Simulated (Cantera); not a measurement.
## Calcination and drying: Na₂CO₃ + H₂ + CO₂

Feed: 1 mol Na₂CO₃, 1.3 mol H₂, 0.013 mol CO₂, at 1.43 Torr.

Equilibrium computed with Cantera from the NASA thermochemical tables; the gas is ideal and each condensed phase is pure. Candidate condensed phases: C, C₆H₆, C₇H₈, C₈H₁₈, H₂O, Na, NaOH, NaO₂, Na₂CO₃, Na₂O, Na₂O₂; 117 gas species. Kinetics and transport are ignored.

| T (K) | log p H₂ | log p Na | log p H₂O | log p CO₂ | log p CO | log p NaOH | log p O₂ | n Na₂CO₃(s) | n Na₂CO₃(l) |
|---|---|---|---|---|---|---|---|---|---|
| 950 | -2.74 | -4.73 | -4.44 | -6.01 | -4.57 | -6.63 | <-14 | 0.993 | 0 |
| 1050 | -2.82 | -3.83 | -3.81 | -5.00 | -4.08 | -5.36 | <-14 | 0.941 | 0 |
| 1150 | -3.17 | -3.30 | -3.38 | -4.02 | -3.74 | -4.46 | <-14 | 0 | 0.685 |
| 1250 | -4.07 | -3.10 | -3.35 | -3.45 | -3.98 | -3.97 | -13.47 | 0 | 0 |
| 1350 | -4.14 | -3.09 | -3.33 | -3.45 | -3.98 | -4.08 | -11.75 | 0 | 0 |
| 1450 | -4.21 | -3.08 | -3.31 | -3.46 | -3.97 | -4.17 | -10.26 | 0 | 0 |
| 1550 | -4.26 | -3.08 | -3.30 | -3.46 | -3.97 | -4.25 | -8.97 | 0 | 0 |
| 1650 | -4.31 | -3.07 | -3.30 | -3.46 | -3.97 | -4.33 | -7.84 | 0 | 0 |
| 1750 | -4.35 | -3.07 | -3.29 | -3.47 | -3.96 | -4.39 | -6.84 | 0 | 0 |
| 1850 | -4.38 | -3.07 | -3.29 | -3.47 | -3.96 | -4.46 | -5.97 | 0 | 0 |
| 1950 | -4.38 | -3.07 | -3.29 | -3.48 | -3.93 | -4.54 | -5.24 | 0 | 0 |
| 2050 | -4.33 | -3.07 | -3.31 | -3.52 | -3.86 | -4.65 | -4.72 | 0 | 0 |
log p: log10 of the partial pressure in bar; n: condensed amount in mol.

From 950 K to 1050 K the condensed part is Na₂CO₃(s). At 1150 K the condensed part is Na₂CO₃(l). From 1250 K to 2050 K nothing is condensed. The main Na-bearing gas is Na throughout.
